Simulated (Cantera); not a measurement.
Feed: 1 mol SiH4, 0.75 mol O2, 0.15 mol H2, at 100000 Pa.

Equilibrium computed with Cantera from the NASA thermochemical tables; the gas is ideal and each condensed phase is pure. Candidate condensed phases: H2O, Si, SiO2; 18 gas species. Each liquid is taken as pure. Mutual solubility and eutectic melting of coexisting phases are not modelled. The tables hold silica as quartz up to 1696 K and as liquid above; real silica turns to tridymite and cristobalite and melts near 1996 K. Gases not in the tables: Si2H6 and higher silanes. The numbers say what is thermodynamically allowed, not how fast it happens.

x: gas mole fraction; n: condensed amount in mol.

```tsv
T (K)	x H2	x SiO	x H	x H2O	x SiH2	n Si(s)	n SiO2(β-quartz)	n Si(l)	n SiO2(condensed)	n SiO2(l)
1650	0.994	0.00616	9.06e-5	1.41e-5	8.60e-6	0.243	0.743	(withheld)	0	0
1700	0.987	0.0126	0.000146	2.17e-5	1.40e-5	0	0	0.236	0.736	0
1750	0.976	0.0234	0.000230	3.35e-5	2.03e-5	0	0	0.224	0.724	0
1800	0.957	0.0421	0.000350	4.99e-5	2.87e-5	0	0	(withheld)	0.703	0
1850	0.926	0.0732	0.000518	7.16e-5	3.90e-5	0	0	(withheld)	0.665	0
1900	0.876	0.123	0.000743	9.82e-5	5.11e-5	0	0	(withheld)	0.598	0
1950	0.810	0.189	0.00103	0.000139	5.58e-5	0	0	0	0.500	0
2000	0.809	0.189	0.00146	0.000309	2.93e-5	0	0	0	0	0.499
2050	0.808	0.189	0.00204	0.000659	1.60e-5	0	0	0	0	0.498
```

**Question.** Fill in the missing entries.

**Answer.** 
- 1650, n Si(l): 0
- 1800, n Si(l): 0.203
- 1850, n Si(l): 0.165
- 1900, n Si(l): 0.0984
